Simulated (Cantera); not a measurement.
# Thermodynamics of silicon nitride deposition, feed Si2Cl6 + NH3 + N2

Input: 1 mol Si2Cl6, 39 mol NH3, 50 mol N2, at 1800 K.

These are equilibrium values from Cantera (NASA tables, ideal gas, pure condensed phases), not measurements of a reactor. Candidate condensed phases: NH4Cl, Si, Si3N4; 28 gas species. The feed counts by its element totals alone. The tables' values for SiCl, SiN, SiCl3 are old estimates; treat these amounts as uncertain. Gases not in the tables: Si2H6 and higher silanes. Kinetics and transport are ignored.

```csv
P (Pa),x N2,x H2,x HCl,x H,x Si,n Si(l),n Si3N4(s)
5,0.515,0.399,0.0375,0.0320,0.0121,0,0
36,0.523,0.418,0.0312,0.0122,0.00772,0,0
260,0.528,0.427,0.0311,0.00459,0.00122,0.862,0
1900,0.527,0.432,0.0322,0.00171,0.000153,0,0.357
14000,0.526,0.430,0.0403,0.000627,5.50e-6,0,0.541
100000,0.526,0.429,0.0443,0.000234,2.08e-7,0,0.625
```
x: gas mole fraction; n: condensed amount in mol.

From 5.00 Pa to 36.0 Pa nothing is condensed. At 2.60 mbar the condensed part is Si(l). From 19.0 mbar to 1.00 bar the condensed part is Si3N4(s). The main Si-bearing gas is Si at 5.00 Pa and SiCl2 at 1.00 bar.
